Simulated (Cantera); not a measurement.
Mixture: CH4 : O2 : N2 : H2O = 1 : 1.67 : 6.27 : 0.19 (molar parts), at 2.90 bar, adiabatic and at constant volume. Ignition delay is the time to a rise of 400 K.

Computed with Cantera and GRI-Mech 3.0 (53 species, 325 reactions).

At T0 = 1325 K, what is the delay, and which 8 reactions control it most (d ln τ / d ln k, from doubling and halving each rate constant)?

The delay is 3.86 ms.
| reaction | d ln τ / d ln k | faster rate |
|---|---|---|
| 2 CH3 (+M) <=> C2H6 (+M) | 0.52 | lengthens it |
| CH3 + O2 <=> CH3O + O | -0.39 | shortens it |
| CH3 + O2 <=> CH2O + OH | -0.33 | shortens it |
| CH2O + O2 <=> HCO + HO2 | -0.27 | shortens it |
| CH4 + H <=> CH3 + H2 | 0.24 | lengthens it |
| H + O2 <=> O + OH | -0.24 | shortens it |
| CH3 + HO2 <=> CH3O + OH | -0.22 | shortens it |
| CH2O + CH3 <=> CH4 + HCO | -0.15 | shortens it |
